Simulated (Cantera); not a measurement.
# Silicon carbide growth: SiH2Cl2 + C3H8 + H2

A closed system holds: 1 mol SiH2Cl2, 0.072 mol C3H8, 110 mol H2, at 10000 Pa.

Equilibrium computed with Cantera from the NASA thermochemical tables; the gas is ideal and each condensed phase is pure. Candidate condensed phases: C, C6H6, C7H8, C8H18, Si, SiC; 109 gas species. Mutual solubility and eutectic melting of coexisting phases are not modelled. The tables' values for SiCl3 are old estimates; treat these amounts as uncertain. Gases not in the tables: Si2H6 and higher silanes. Equilibrium is a limit: real reactors are often held back by kinetics, nucleation or transport.

| T (K) | x H2 | x HCl | x SiCl2 | x H | x SiHCl3 | x SiCl4 | n Si(s) | n SiC(s) | n Si(l) |
|---|---|---|---|---|---|---|---|---|---|
| 1150 | 0.984 | 0.0144 | 0.000464 | 2.34e-7 | 0.000350 | 0.000252 | 0.646 | 0.216 | 0 |
| 1225 | 0.983 | 0.0157 | 0.000614 | 9.77e-7 | 0.000117 | 5.99e-5 | 0.684 | 0.216 | 0 |
| 1300 | 0.983 | 0.0161 | 0.000702 | 3.47e-6 | 3.76e-5 | 1.35e-5 | 0.693 | 0.216 | 0 |
| 1375 | 0.983 | 0.0161 | 0.000764 | 1.07e-5 | 1.31e-5 | 3.36e-6 | 0.693 | 0.216 | 0 |
| 1450 | 0.983 | 0.0161 | 0.000814 | 2.97e-5 | 4.99e-6 | 9.49e-7 | 0.690 | 0.216 | 0 |
| 1525 | 0.983 | 0.0161 | 0.000858 | 7.42e-5 | 2.09e-6 | 3.02e-7 | 0.686 | 0.216 | 0 |
| 1600 | 0.983 | 0.0160 | 0.000896 | 0.000170 | 9.49e-7 | 1.07e-7 | 0.682 | 0.216 | 0 |
| 1675 | 0.983 | 0.0159 | 0.000931 | 0.000364 | 4.63e-7 | 4.15e-8 | 0.676 | 0.216 | 0 |
| 1750 | 0.982 | 0.0160 | 0.000870 | 0.000729 | 2.20e-7 | 1.62e-8 | 0 | 0.216 | 0.680 |
x: gas mole fraction; n: condensed amount in mol.

From 1150 K to 1675 K the condensed part is Si(s) + SiC(s). At 1750 K the condensed part is Si(l) + SiC(s). The main Si-bearing gas is SiCl2 throughout.
